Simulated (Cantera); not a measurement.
## Ammonia decomposition in nitride growth gas

An isothermal, constant-pressure homogeneous reactor starts with 86.2 % NH₃, 13.8 % H₂, at 2400 K and 42000 Pa.

Model: the gas-phase N/H chemistry of the illustrative SiF4/NH3 mechanism in the Surface Chemkin manual (1991), integrated in Cantera. Walls and surfaces, which speed up NH3 decomposition in real reactors, are not modelled.

```tsv
t (s)	x NH₃	x H₂	x NH₂	x N₂H₄	x N₂H₂	x H
0.000300	0.724	0.235	0.00531	3.75e-7	2.91e-5	0.000549
0.000850	0.539	0.371	0.00416	2.30e-7	1.85e-5	0.000900
0.00241	0.264	0.572	0.00249	8.21e-8	7.32e-6	0.00168
0.00682	0.0487	0.729	0.000792	8.33e-9	1.12e-6	0.00368
0.0193	0.000213	0.752	1.65e-5	3.59e-12	1.72e-9	0.0180
0.0548	1.10e-5	0.750	1.02e-6	<1e-12	9.07e-12	0.0214
0.155	3.13e-6	0.750	2.89e-7	<1e-12	2.23e-12	0.0214
0.440	1.64e-6	0.750	1.51e-7	<1e-12	1.79e-12	0.0214
1.25	1.52e-6	0.750	1.40e-7	<1e-12	1.77e-12	0.0214
3.53	1.52e-6	0.750	1.40e-7	<1e-12	1.77e-12	0.0214
10.0	1.52e-6	0.750	1.40e-7	<1e-12	1.77e-12	0.0214
```
x: mole fraction; the columns are a selection and need not sum to one.

Equilibrium at this temperature and pressure: NH₃ 1.52e-6, H₂ 0.750, NH₂ 1.40e-7, N₂H₄ <1e-12, N₂H₂ 1.77e-12, H 0.0214 (gas phase only).
